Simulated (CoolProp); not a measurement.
Vapour-liquid equilibrium of CH2F2 (R32) (1) + R152A (2) at 35.35 °C; x and y are mole fractions of (1).

Values from CoolProp's multi-fluid Helmholtz-energy mixture model, Tillner-Roth 1997 and Outcalt 1996; pair parameters Bell 2016.

```
x     bubble pressure, mixture model (MPa)  bubble pressure, Raoult's law (MPa)  y, mixture model  y, Raoult's law
----  ------------------------------------  -----------------------------------  ----------------  ---------------
0.05                                0.8660                               0.8719             0.107            0.127
0.15                                0.9957                                1.013             0.283            0.327
0.25                                 1.127                                1.153             0.423            0.479
0.35                                 1.260                                1.294             0.538            0.597
0.45                                 1.395                                1.435             0.635            0.693
0.55                                 1.534                                1.576             0.718            0.771
0.65                                 1.676                                1.716             0.792            0.837
0.75                                 1.822                                1.857             0.858            0.892
0.85                                 1.972                                1.998             0.918            0.940
0.95                                 2.129                                2.139             0.974            0.981
```

The largest gap from Raoult's law is -2.8 % in bubble pressure, at x = 0.45. No azeotrope shows between x = 0.05 and 0.95.

Pair parameters are fitted to limited data, so mixtures are less certain than the pure fluids.
